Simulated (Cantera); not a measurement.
An isothermal, constant-pressure homogeneous reactor starts with C₂H₆ : N₂ = 1 : 1.7 (molar parts), at 1250 K and 55000 Pa.

Detailed kinetics in Cantera: GRI-Mech 3.0 (53 species, 325 reactions). GRI-Mech 3.0 stops at C3 and has no aromatics, soot or wall deposition, so with more carbon than oxygen in the feed, carbon stays in small species such as C2H2 where larger ones or solid carbon would form.

Question: Predict: x(C₂H₆) at 9.00 s; x(CH₄) at 9.00 s; x(C₂H₄) at 9.00 s; x(C₂H₂) at 9.00 s; x(CH₃) at 9.00 s.

Answer: x(C₂H₆) at 9.00 s: 0.000844 (gas-phase equilibrium 0.000315)
x(CH₄) at 9.00 s: 0.133 (gas-phase equilibrium 0.222)
x(C₂H₄) at 9.00 s: 0.0806 (gas-phase equilibrium 0.0412)
x(C₂H₂) at 9.00 s: 0.111 (gas-phase equilibrium 0.0811)
x(CH₃) at 9.00 s: 9.96e-6 (gas-phase equilibrium 7.01e-6)
